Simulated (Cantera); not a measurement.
Cantera with NASA thermochemical tables; ideal gases at 1 bar, condensed phases pure. Values are per mole of reaction as written; species without (g) are pure solids or liquids, kept so even where they would boil at 1 bar.

V2O3 + OH(g) → V2O4 + H(g)

| T (K) | ΔH° (kJ) | ΔS° (J/K) | ΔG° (kJ) | log10 K | condensed phases |
|---|---|---|---|---|---|
| 300 | -29.8 | -63.7 | -10.7 | 1.85 | V2O3(s), V2O4(s) |
| 1123 | [?] | [?] | [?] | [?] | V2O3(s), V2O4(s) |
| 1323 | -9.1 | -21.4 | 19.1 | -0.76 | V2O3(s), V2O4(s) |
| 1523 | [?] | [?] | [?] | [?] | V2O3(s), V2O4(s) |
| 1723 | [?] | [?] | [?] | [?] | V2O3(s), V2O4(s) |
| 1923 | 109.1 | 43.9 | 24.6 | -0.67 | V2O3(s), V2O4(l) |
| 2123 | 114.9 | 46.8 | 15.5 | -0.38 | V2O3(s), V2O4(l) |
| 2323 | 119.2 | 48.8 | 6.0 | -0.13 | V2O3(s), V2O4(l) |

### Question
Fill in the missing entries.

### Answer

- 1123, ΔH° (kJ): -11.2
- 1123, ΔS° (J/K): -23.1
- 1123, ΔG° (kJ): 14.7
- 1123, log10 K: -0.68
- 1523, ΔH° (kJ): -7.7
- 1523, ΔS° (J/K): -20.3
- 1523, ΔG° (kJ): 23.3
- 1523, log10 K: -0.80
- 1723, ΔH° (kJ): -6.8
- 1723, ΔS° (J/K): -19.8
- 1723, ΔG° (kJ): 27.3
- 1723, log10 K: -0.83
